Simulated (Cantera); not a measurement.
An isothermal, constant-pressure homogeneous reactor starts with H2 : O2 = 0.26 : 1 (molar parts), equivalence ratio 0.13, at 1350 K and 0.000987 atm.

Model: GRI-Mech 3.0 (53 species, 325 reactions), integrated in Cantera. Radical loss at walls, strong at low pressure, is not modelled. The temperature is held fixed by assumption; the heat of reaction is taken as removed at once.

Question: Predict: x(H2) at 5.00 s; x(O2) at 5.00 s; x(O) at 5.00 s; x(H) at 5.00 s; x(OH) at 5.00 s.

Answer: 
| Quantity | Value |
|---|---|
| x(H2) at 5.00 s | 0.00303 (gas-phase equilibrium 1.70e-6) |
| x(O2) at 5.00 s | 0.744 (gas-phase equilibrium 0.770) |
| x(O) at 5.00 s | 0.0218 (gas-phase equilibrium 1.18e-5) |
| x(H) at 5.00 s | 0.00783 (gas-phase equilibrium 9.90e-8) |
| x(OH) at 5.00 s | 0.00900 (gas-phase equilibrium 0.000217) |
